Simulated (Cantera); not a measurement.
Input: 1 mol MgCO₃, 4.2 mol SO₃, 7.4 mol O₂, held at 34.0 mbar.

Cantera equilibrium calculation (NASA polynomials, part measured and part estimated; ideal gas, pure solids and liquids). Candidate condensed phases: C, Mg, MgCO₃, MgO, MgS, MgSO₄, S; 26 gas species. Rates play no part.

x: gas mole fraction; n: condensed amount in mol.

| T (°C) | x O₂ | x SO₂ | x SO₃ | x CO₂ | x O | x CO | x SO | n MgSO₄(s) | n MgO(s) |
|---|---|---|---|---|---|---|---|---|---|
| 602 | 0.657 | 0.107 | 0.155 | 0.0816 | ___ | <1e-12 | <1e-12 | 1.00 | 0 |
| 652 | 0.665 | 0.150 | 0.106 | 0.0798 | ___ | 2.05e-12 | <1e-12 | 1.00 | 0 |
| 702 | 0.671 | 0.183 | 0.0675 | 0.0783 | ___ | 1.32e-11 | <1e-12 | 1.00 | 0 |
| 752 | 0.675 | 0.205 | 0.0422 | 0.0774 | ___ | 7.12e-11 | 6.31e-12 | 1.00 | 0 |
| 802 | 0.678 | 0.219 | 0.0265 | 0.0768 | ___ | 3.30e-10 | 3.50e-11 | 1.00 | 0 |
| 852 | 0.679 | 0.227 | 0.0170 | 0.0764 | ___ | 1.33e-9 | 1.63e-10 | 1.00 | 0 |
| 902 | 0.644 | 0.275 | 0.0128 | 0.0685 | ___ | 4.43e-9 | 8.02e-10 | 0 | 1.00 |
| 952 | 0.645 | 0.278 | 0.00869 | 0.0683 | ___ | 1.43e-8 | 2.87e-9 | 0 | 1.00 |
| 1002 | 0.645 | 0.281 | 0.00604 | 0.0682 | ___ | 4.23e-8 | 9.26e-9 | 0 | 1.00 |
| 1052 | 0.645 | 0.282 | 0.00431 | 0.0682 | ___ | 1.15e-7 | 2.73e-8 | 0 | 1.00 |
| 1102 | 0.646 | 0.283 | 0.00315 | 0.0681 | ___ | 2.91e-7 | 7.42e-8 | 0 | 1.00 |
| 1152 | 0.646 | 0.284 | 0.00235 | 0.0681 | ___ | 6.88e-7 | 1.88e-7 | 0 | 1.00 |

Fill in the missing entries.


- 602, x O: 9.03e-12
- 652, x O: 5.92e-11
- 702, x O: 3.20e-10
- 752, x O: 1.47e-9
- 802, x O: 5.86e-9
- 852, x O: 2.06e-8
- 902, x O: 6.35e-8
- 952, x O: 1.83e-7
- 1002, x O: 4.86e-7
- 1052, x O: 1.20e-6
- 1102, x O: 2.77e-6
- 1152, x O: 6.05e-6
